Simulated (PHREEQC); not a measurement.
A solution holds 0.0076 mol/kgw CuCl2 and 9.8e-05 mol/kgw HBF4, at 25 °C. Closed to the air; pH follows from the charge balance.

The numbers come from PHREEQC with the ion-association model, phreeqc.dat.

Each row changes one thing in this solution. No solid was allowed to form.

```csv
case,pH,ionic strength (mol/kgw),F- (mol/kgw),HF (mol/kgw),HF2- (mol/kgw),BF2(OH)2- (mol/kgw)
as made,3.58,0.0227,0.000276,9.37e-5,9.94e-8,7.25e-8
HBF4 from 9.8e-05 to 9.8e-06 mol/kgw,4.44,0.0225,3.49e-5,1.63e-6,2.18e-10,1.60e-11
diluted 5-fold with water,4.17,0.00461,7.03e-5,6.60e-6,1.78e-9,2.59e-10
CuCl2 from 0.0076 to 0.00152 mol/kgw,3.57,0.00482,0.000281,0.000105,1.13e-7,8.21e-8
HBF4 from 9.8e-05 to 8.82e-05 mol/kgw,3.62,0.0227,0.000254,7.90e-5,7.69e-8,5.05e-8
temperature from 25 to 10 °C,3.56,0.0229,0.000292,8.00e-5,7.74e-8,7.34e-8
temperature from 25 to 70 °C,3.66,0.0210,0.000223,0.000148,1.44e-7,5.48e-8
CuCl2 left out,3.56,0.000279,0.000279,0.000112,1.21e-7,8.74e-8
```

Away from 25 °C the constants follow the database's enthalpies or fits; those with neither stay at their 25 °C values. Real BF4- forms and hydrolyses slowly; the run takes it at equilibrium.
